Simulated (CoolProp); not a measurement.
Properties of n-perfluorohexane at several states (Tc = 174.9 °C, pc = 1742 kPa, ω = 0.497).

Computed with CoolProp (reference Helmholtz-energy equation of state, Gao 2022).

```csv
T (°C),p (kPa),phase,density (kg/m³),speed of sound (m/s),expansivity (1/kK),fugacity coefficient
114.55,210,gas,23.80,91.82,3.371,0.9302
11.15,760,liquid,1719,557.0,1.636,0.02130
54.05,88.2,gas,11.61,86.18,3.721,0.9473
124.15,107,gas,11.33,96.95,2.833,0.9673
171.75,1740,liquid,929.2,65.66,31.31,0.6309
```
